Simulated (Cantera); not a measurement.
A closed system holds: 1 mol Fe(CO)₅, 0.088 mol O₂, 0.49 mol N₂, held at 1027 °C and 13300 Pa.

Equilibrium computed with Cantera from the NASA thermochemical tables; the gas is ideal and each condensed phase is pure. Candidate condensed phases: C, Fe, Fe(CO)₅, FeO, Fe₂O₃, Fe₃O₄; 27 gas species. Equilibrium is a limit: real reactors are often held back by kinetics, nucleation or transport.

Base state: CO 0.879, N₂ 0.0893, CO₂ 0.0321 (mole fractions); condensed: Fe(γ).

Task: What changes in the equilibrium state with this change: Fe(CO)₅ replaced by PbO?

Result: 
| species | before | after |
|---|---|---|
| N₂ | 0.0893 | 0.845 |
| O₂ | <1e-9 | 0.152 |
| PbO | 0 | 0.00339 |
| CO | 0.879 | 0 |
| CO₂ | 0.0321 | 0 |
| NO | <1e-9 | 0.000348 |
| Pb | 0 | 2.48e-5 |
| Fe(γ), mol | 1.00 | 0 |
| PbO(l), mol | 0 | 0.998 |
Gases not in the tables: (PbO)n polymers. Further candidate phases: Pb, PbO, PbO₂, Pb₃O₄.
